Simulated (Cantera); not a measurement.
What does this Cantera script print?

```python
import numpy as np
import cantera as ct

gas_names = [...]  # 109 gases of nasa_gas.yaml made of C, Cl, H, Si
cond_names = """
    C(gr) C6H6(L) C7H8(L) C8H18(L),n-octa Si(cr) Si(L) SiC(b)
""".split()


# ... load() reads the species with a 1 bar reference pressure and builds the phases ...
atoms = {
    'SiH2Cl2': {'Si': 1, 'H': 2, 'CL': 2},
    'CH4': {'C': 1, 'H': 4},
    'H2': {'H': 2},
}
top_T = {'C(gr)': 4500, 'SiC(b)': 3050}  # K; cautious upper limits of use, not melting points


# ... equilibrate(T, P, feed) seeds the gas with the atoms and calls Mixture.equilibrate('TP', solver="vcs", rtol=1e-11, max_steps=5000) ...
results = []
feed = {'SiH2Cl2': 1, 'CH4': 0.078, 'H2': 230}  # mol
P = 1333.22  # Pa
for T in [1975, 2000, 2025, 2050, 2075, 2100, 2125, 2150, 2175, 2200, 2225, 2250, 2275]:
    mix = equilibrate(T, P, feed)
    results.append((T, P, feed, dict(zip(mix.species_names, mix.species_moles))))

top = {s: max(r[3][s] / sum(r[3][g] for g in gas_names) for r in results) for s in gas_names}
cols = sorted((s for s in top if top[s] > 1e-06), key=lambda s: -top[s])[:9]
seen = [c for c in cond_names if any(r[3].get(c, 0) > 1e-12 for r in results)]
print("log10 of partial pressures in bar; condensed amounts in mol")
print(f"{'T/K':>10s}" + "".join(f"{s[:9]:>10s}" for s in cols + seen))
for T, P, feed, n in results:
    ng = sum(n[g] for g in gas_names)
    print(f"{T:10.4g}" + "".join(f"{np.log10(max(n[s] / ng * P / 1e5, 1e-99)):10.3f}" for s in cols)
          + "".join(f"{n.get(c, 0):10.4g}" for c in seen))
```

It prints:

```
log10 of partial pressures in bar; condensed amounts in mol
       T/K        H2         H       HCL        Si        CL       SiH     SiCL2      Si2C C2H2,acet     Si(L)    SiC(b)
      1975    -1.885    -3.806    -3.969    -4.490    -6.016    -5.576    -5.660    -6.099    -7.676    0.2024   0.06309
      2000    -1.887    -3.732    -3.970    -4.373    -5.943    -5.485    -5.686    -5.935    -7.498         0   0.05617
      2025    -1.888    -3.659    -3.967    -4.363    -5.868    -5.501    -5.808    -5.880    -7.117         0   0.05149
      2050    -1.889    -3.589    -3.965    -4.354    -5.795    -5.517    -5.929    -5.827    -6.743         0    0.0441
      2075    -1.891    -3.520    -3.964    -4.345    -5.726    -5.533    -6.049    -5.775    -6.380         0   0.03091
      2100    -1.892    -3.453    -3.965    -4.333    -5.658    -5.544    -6.164    -5.721    -6.033         0  0.005793
      2125    -1.894    -3.387    -3.966    -4.322    -5.593    -5.557    -6.279    -5.787    -5.928         0         0
      2150    -1.897    -3.323    -3.967    -4.313    -5.529    -5.572    -6.395    -5.884    -5.880         0         0
      2175    -1.899    -3.261    -3.969    -4.307    -5.468    -5.589    -6.510    -5.986    -5.843         0         0
      2200    -1.902    -3.200    -3.972    -4.301    -5.408    -5.606    -6.624    -6.093    -5.815         0         0
      2225    -1.905    -3.141    -3.975    -4.297    -5.350    -5.625    -6.739    -6.202    -5.794         0         0
      2250    -1.909    -3.084    -3.979    -4.295    -5.294    -5.644    -6.852    -6.313    -5.778         0         0
      2275    -1.913    -3.027    -3.983    -4.293    -5.240    -5.664    -6.965    -6.426    -5.767         0         0
```

These are equilibrium values from Cantera (NASA tables, ideal gas, pure condensed phases), not measurements of a reactor. Mutual solubility and eutectic melting of coexisting phases are not modelled. The tables' values for SiCl are old estimates; treat these amounts as uncertain. Gases not in the tables: Si2H6 and higher silanes.
